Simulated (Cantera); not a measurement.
A closed system holds: 1 mol Si, 6.5 mol Br2, equilibrated at 0.0410 bar.

Method: chemical equilibrium by Gibbs-energy minimisation in Cantera with the NASA 1993 tables (ideal gas, pure condensed phases). Candidate condensed phases: Br2, Si; 9 gas species. The tables' values for SiBr3 are old estimates; treat these amounts as uncertain. Equilibrium is a limit: real reactors are often held back by kinetics, nucleation or transport.

x: gas mole fraction; nothing condenses.

```csv
T (°C),x Br,x Br2,x SiBr4,x SiBr3,x SiBr2,x SiBr
1100,0.452,0.408,0.141,0.000121,3.15e-6,<1e-12
1125,0.499,0.365,0.136,0.000176,6.22e-6,<1e-12
1150,0.545,0.323,0.132,0.000253,1.21e-5,2.16e-12
1175,0.589,0.282,0.128,0.000363,2.34e-5,6.93e-12
1200,0.631,0.245,0.124,0.000517,4.49e-5,2.19e-11
1225,0.669,0.210,0.120,0.000733,8.53e-5,6.78e-11
1250,0.704,?,0.117,0.00103,?,2.07e-10
1275,0.734,?,0.113,0.00145,?,6.18e-10
1300,0.761,0.127,0.110,0.00202,0.000555,1.81e-9
1325,0.784,0.106,0.106,0.00279,0.00101,5.21e-9
```

What belongs in the gaps?


- 1275, x Br2: 0.151
- 1275, x SiBr2: 0.000300
- 1250, x Br2: 0.178
- 1250, x SiBr2: 0.000161
